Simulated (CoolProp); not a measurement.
A single-stage vapour-compression cycle with the fluid: evaporating at 274.15 K (dew point), condensing at 328.15 K (bubble point), superheat 5 K, subcooling 2 K, compressor efficiency 0.6, no pressure losses. The same conditions are run with several fluids, on thermodynamics alone (safety and materials aside).

Values from CoolProp's reference Helmholtz-energy equation of state of each fluid (R152A: Outcalt 1996; R236EA: Rui 2013; CH2F2 (R32): Tillner-Roth 1997; ammonia: Gao 2020; R1132(E): Akasaka 2024; R1336mzz(E): Akasaka 2023).

```
fluid        cooling COP  pressure ratio  discharge temperature (K)  refrigerating effect (kJ/kg)  volumetric capacity (kJ/m³)
-----------  -----------  --------------  -------------------------  ----------------------------  ---------------------------
R152A               2.38            4.87                      374.4                           217                         1830
R236EA              2.28               ?                      340.1                           106                          589
CH2F2 (R32)         2.13            4.19                      405.5                           217                            ?
ammonia             2.42            5.18                      469.2                          1020                            ?
R1132(E)            2.03            4.00                          ?                           154                         4140
R1336mzz(E)            ?            6.53                          ?                          96.0                          536
```

Question: Fill in the missing entries.

Answer: 
- R236EA, pressure ratio: 6.43
- CH2F2 (R32), volumetric capacity (kJ/m³): 4800
- ammonia, volumetric capacity (kJ/m³): 3570
- R1132(E), discharge temperature (K): 374.6
- R1336mzz(E), cooling COP: 2.23
- R1336mzz(E), discharge temperature (K): 338.9
